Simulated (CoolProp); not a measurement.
Vapour-liquid equilibrium of cyclohexane (1) + n-octane (2) at 44.25 °C; x and y are mole fractions of (1).

The numbers come from the multi-fluid Helmholtz-energy mixture model, Zhou 2014 and Beckmüller 2019; pair parameters Bell 2016 in CoolProp.

| x | bubble pressure (MPa) | y at the bubble point | dew pressure at overall composition x (MPa) | liquid density (mol/L) |
|---|---|---|---|---|
| 0.05 | 0.006344 | 0.232 | ? | ? |
| 0.125 | 0.008192 | 0.451 | 0.005712 | 6.244 |
| 0.2 | 0.01004 | 0.590 | 0.006139 | ? |
| 0.275 | 0.01188 | 0.685 | 0.006635 | 6.595 |
| 0.35 | 0.01371 | 0.755 | 0.007218 | 6.784 |
| 0.425 | 0.01553 | 0.808 | 0.007914 | ? |
| 0.5 | ? | 0.849 | 0.008757 | 7.195 |
| 0.575 | ? | 0.883 | 0.009802 | 7.418 |
| 0.65 | 0.02088 | 0.911 | 0.01113 | 7.655 |
| 0.725 | 0.02264 | 0.935 | 0.01287 | 7.906 |
| 0.8 | 0.02440 | 0.956 | 0.01524 | 8.173 |
| 0.875 | 0.02617 | 0.974 | 0.01865 | 8.458 |
| 0.95 | 0.02795 | ? | 0.02389 | 8.763 |

Q: Complete the blanks.

A: 
- 0.05, dew pressure at overall composition x (MPa): 0.005340
- 0.05, liquid density (mol/L): 6.081
- 0.2, liquid density (mol/L): 6.415
- 0.425, liquid density (mol/L): 6.984
- 0.5, bubble pressure (MPa): 0.01732
- 0.575, bubble pressure (MPa): 0.01911
- 0.95, y at the bubble point: 0.990

No azeotrope shows between x = 0.05 and 0.95.

Pair parameters are fitted to limited data, so mixtures are less certain than the pure fluids.
